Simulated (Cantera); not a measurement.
Input: 1 mol SiHCl3, 1.1 mol C2H4, 43 mol H2, 0.21 mol C3H8, at 4.50 Torr.

Cantera equilibrium calculation (NASA polynomials, part measured and part estimated; ideal gas, pure solids and liquids). Candidate condensed phases: C, C6H6, C7H8, C8H18, Si, SiC; 109 gas species. Kinetics and transport are ignored.

Question: At 1450 °C, list the 5 most abundant gas species with their mole fractions, and the condensed phases.

Answer: H2 0.935, HCl 0.0618, H 0.00228, SiCl2 0.000235, Cl 0.000116. Condensed: C(graphite) + SiC(s).
